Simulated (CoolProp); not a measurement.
R22 at 298.15 K and 0.202 MPa flows at 19 m/s in a round tube of 10 mm bore and 45 µm roughness, fully developed (64/Re and Nu = 3.66 if laminar; Colebrook and Gnielinski if turbulent). Each further row changes one setting.

Computed with CoolProp (reference Helmholtz-energy equation of state, Kamei 1995).

| case | Reynolds number | Darcy friction factor | pressure drop (Pa/m) | heat-transfer coefficient (W/(m² K)) | mass flow (kg/h) |
|---|---|---|---|---|---|
| as stated | 100000 | 0.0304 | 3990 | 392 | 39.0 |
| velocity 38 m/s | 200000 | 0.0299 | 15700 | 774 | 78.0 |
| diameter 20 mm | 200000 | 0.0250 | 1640 | 320 | 156 |

Viscosity comes from a separate model (Bell 2016), an estimate that may be off by 10 % or more. Thermal conductivity comes from a separate model (McLinden 2000), an estimate that may be off by 10 % or more.
